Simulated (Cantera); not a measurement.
**Adiabatic ignition**

An adiabatic, constant-pressure homogeneous reactor starts with 16.7 % CH4, 3.67 % CO, 16.7 % O2, 63.0 % N2, equivalence ratio 2.1, at 1200 K and 11.0 bar.

Detailed kinetics in Cantera: GRI-Mech 3.0 (53 species, 325 reactions).

| t (s) | T (K) | x CH4 | x CO | x O2 | x NO2 | x CH2 | x C2H6 |
|---|---|---|---|---|---|---|---|
| 1.00e-6 | 1200 | 0.167 | 0.0367 | 0.167 | <1e-12 | <1e-12 | <1e-12 |
| 3.55e-6 | 1200 | 0.167 | 0.0367 | 0.167 | <1e-12 | <1e-12 | 6.75e-12 |
| 1.26e-5 | 1200 | 0.167 | 0.0367 | 0.167 | <1e-12 | <1e-12 | 3.69e-10 |
| 4.47e-5 | 1200 | 0.167 | 0.0367 | 0.167 | <1e-12 | <1e-12 | 2.58e-8 |
| 0.000159 | 1200 | 0.167 | 0.0367 | 0.167 | <1e-12 | <1e-12 | 1.48e-6 |
| 0.000563 | 1200 | 0.167 | 0.0367 | 0.167 | <1e-12 | <1e-12 | 1.62e-5 |
| 0.00200 | 1202 | 0.166 | 0.0366 | 0.166 | <1e-12 | <1e-12 | 9.32e-5 |
| 0.00710 | 1227 | 0.162 | 0.0370 | 0.163 | <1e-12 | 1.13e-11 | 0.000933 |
| 0.0252 | 2256 | 6.56e-9 | 0.153 | 1.32e-7 | 6.02e-11 | 6.11e-12 | <1e-12 |
| 0.0894 | 2256 | 6.50e-9 | 0.153 | 1.32e-7 | 3.01e-11 | 6.05e-12 | <1e-12 |
| 0.317 | 2256 | 6.50e-9 | 0.153 | 1.32e-7 | 2.92e-11 | 6.05e-12 | <1e-12 |
| 1.13 | 2256 | 6.50e-9 | 0.153 | 1.32e-7 | 2.92e-11 | 6.05e-12 | <1e-12 |
| 4.00 | 2256 | 6.50e-9 | 0.153 | 1.32e-7 | 2.92e-11 | 6.05e-12 | <1e-12 |
x: mole fraction; the columns are a selection and need not sum to one.

```json
{
 "time_of_steepest_temperature_rise": "9.68 ms",
 "temperature at 4.00 s": "2256 K",
 "equilibrium_temperature": "2256 K",
 "x(CH4) at 4.00 s": "6.50e-9 (gas-phase equilibrium 7.29e-9)",
 "x(CO) at 4.00 s": "0.153 (gas-phase equilibrium 0.153)",
 "x(O2) at 4.00 s": "1.32e-7 (gas-phase equilibrium 1.32e-7)"
}
```
